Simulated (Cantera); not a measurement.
Input (Python, Cantera):

```python
import numpy as np
import cantera as ct

gas = ct.Solution("gri30.yaml")
gas.TPX = 1323, 1000000, {'CO': 0.011, 'O2': 0.0095, 'H2O': 0.00015, 'N2': 1, 'H2': 0.0026}
inlet = ct.Reservoir(gas, clone=True)

reactor = ct.IdealGasConstPressureReactor(gas, energy="off", clone=False)
exhaust = ct.Reservoir(gas, clone=True)
tau = [7.6, 2, 0.54, 0.14, 0.038, 0.01, 0.0027, 0.00072, 0.00019][0]
for a, b in ((inlet, reactor), (reactor, exhaust)):
    ct.MassFlowController(a, b, mdot=lambda t: reactor.mass / tau)
net = ct.ReactorNet([reactor])
show = ['CO', 'O2', 'H2O', 'O', 'HO2']

rows = []
print(f"{'tau/s':>10s}{'T/K':>9s}" + "".join(f"{s:>11s}" for s in show))
for tau in [7.6, 2, 0.54, 0.14, 0.038, 0.01, 0.0027, 0.00072, 0.00019]:
    net.initial_time = 0.0
    net.advance(30 * tau)
    before = gas.X
    net.advance(40 * tau)
    drift = np.max(np.abs(gas.X - before) / (gas.X + 1e-9))
    rows.append([gas.T, *gas[show].X, drift])
    print(f"{tau:10.3e}{gas.T:9.1f}" + "".join(f"{x:11.3e}" for x in gas[show].X))
```

Result:

```
     tau/s      T/K         CO         O2        H2O          O        HO2
 7.600e+00   1323.0  2.253e-05  2.666e-03  2.703e-03  2.220e-07  1.419e-07
 2.000e+00   1323.0  6.520e-05  2.687e-03  2.701e-03  5.085e-07  3.722e-07
 5.400e-01   1323.0  1.836e-04  2.747e-03  2.697e-03  1.210e-06  8.762e-07
 1.400e-01   1323.0  5.014e-04  2.908e-03  2.685e-03  2.979e-06  1.823e-06
 3.800e-02   1323.0  1.190e-03  3.259e-03  2.660e-03  6.850e-06  3.197e-06
 1.000e-02   1323.0  2.522e-03  3.940e-03  2.609e-03  1.488e-05  5.146e-06
 2.700e-03   1323.0  4.490e-03  4.955e-03  2.514e-03  2.852e-05  7.739e-06
 7.200e-04   1323.0  6.705e-03  6.131e-03  2.331e-03  4.848e-05  1.101e-05
 1.900e-04   1323.0  8.581e-03  7.215e-03  1.983e-03  7.254e-05  1.465e-05
```

Detailed kinetics in Cantera: GRI-Mech 3.0 (53 species, 325 reactions). The hydrogen kinetics of GRI-Mech 3.0 are dated; newer H2 mechanisms differ, most at raised pressure.
